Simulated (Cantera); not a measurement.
Source: NASA polynomial tables (part measured, part estimated), evaluated in Cantera. Values are per mole of reaction as written; species without (g) are pure solids or liquids, kept so even where they would boil at 1 bar. ZrN: taken at fixed stoichiometry.

Between 300 and 2800 K, where is each reaction favourable under standard conditions?
- 4 ZrN + 9 OH(g) ⇌ 3 NH3(g) + 4 ZrO2(g) + NO(g)


- 4 ZrN + 9 OH(g) ⇌ 3 NH3(g) + 4 ZrO2(g) + NO(g): ΔG° is -107 kJ at 300 K and 7 kJ at 2800 K; it changes sign between 2700 and 2800 K. ΔH° is -266 kJ and ΔS° -98 J/K at 2800 K.
